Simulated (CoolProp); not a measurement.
Values from CoolProp's reference Helmholtz-energy equation of state, Fiedler 2023.

### Question
For tetrahydrofuran, give the phase and the density (kg/m³), cv (kJ/(kg K)), isothermal compressibility (1/MPa) at 173.25 °C and 17.8 MPa; -51.55 °C and 0.128 MPa.

### Answer
- 173.25 °C and 17.8 MPa: liquid; density 738, cv 1.72, isothermal compressibility 0.00278
- -51.55 °C and 0.128 MPa: liquid; density 964, cv 1.02, isothermal compressibility 0.000562
